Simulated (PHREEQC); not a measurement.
A solution holds 0.0015 mol/kgw CuCl2, 0.2 mol/kgw H2SO4 and 0.2 mol/kgw KCl, at 70 °C. Closed to the air; pH follows from the charge balance.

All values are PHREEQC results (ion-association model, phreeqc.dat), not measurements.

Q: The ionic strength comes out as 0.429 mol/kgw. What activity coefficients do SO4-2, Cl-, CuCl+, Cu+2, KSO4- get?

A: SO4-2 0.19, Cl- 0.64, CuCl+ 0.64, Cu+2 0.23, KSO4- 0.68.

Precipitation was switched off in this run. Away from 25 °C the constants follow the database's enthalpies or fits; those with neither stay at their 25 °C values.
